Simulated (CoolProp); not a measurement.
Vapour-liquid equilibrium of cyclohexane (1) + dimethyl carbonate (2) at 289.4 K; x and y are mole fractions of (1).

The numbers come from the multi-fluid Helmholtz-energy mixture model, Zhou 2014 and Zhou 2011; pair parameters Bell 2016 in CoolProp.

```
x     bubble pressure (bar)  y at the bubble point  dew pressure at overall composition x (bar)  liquid density (mol/L)
----  ---------------------  ---------------------  -------------------------------------------  ----------------------
0.05                0.06829                  0.362                                      0.04783                   11.74
0.15                0.09398                  0.569                                      0.05295                   11.39
0.25                 0.1047                  0.632                                      0.05926                   11.06
0.35                 0.1085                  0.655                                      0.06722                   10.75
0.45                 0.1093                  0.662                                      0.07749                   10.47
0.55                 0.1094                  0.663                                      0.09098                   10.21
0.65                 0.1095                  0.666                                       0.1077                   9.972
0.75                 0.1093                  0.680                                       0.1050                   9.754
0.85                 0.1068                  0.724                                      0.09728                   9.556
0.95                0.09725                  0.850                                      0.08991                   9.377
```

y crosses x between x = 0.65 and 0.75: the model has an azeotrope there.

Pair parameters are fitted to limited data, so mixtures are less certain than the pure fluids. With so large a gap from Raoult's law the liquid may split in two, which this calculation doesn't test in full.
